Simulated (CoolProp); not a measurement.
Vapour-liquid equilibrium of CHF3 (R23) (1) + C2F6 (R116) (2) at 0.0689 MPa; x and y are mole fractions of (1).

Model: multi-fluid Helmholtz-energy mixture model, Penoncello 2003 and Lemmon 2006; pair parameters Bell 2016, in CoolProp.

```
x     bubble temperature (K)  y at the bubble point  dew temperature at overall composition x (K)  liquid density (mol/L)
----  ----------------------  ---------------------  --------------------------------------------  ----------------------
0.05                   184.6                  0.223                                         187.4                   12.20
0.15                   181.1                  0.418                                         185.8                   12.84
0.25                   179.8                  0.495                                         184.2                   13.48
0.35                   179.3                  0.530                                         182.4                   14.17
0.45                   179.1                  0.548                                         180.6                   14.93
0.55                   179.1                  0.560                                         179.1                   15.78
0.65                   179.1                  0.575                                         179.9                   16.75
0.75                   179.3                  0.602                                         181.3                   17.83
0.85                   180.1                  0.663                                         182.7                   19.04
0.95                   182.3                  0.823                                         184.1                   20.34
```

y crosses x between x = 0.55 and 0.65: the model has an azeotrope there.

The pair parameters rest on a limited set of measurements; away from them the model extrapolates.
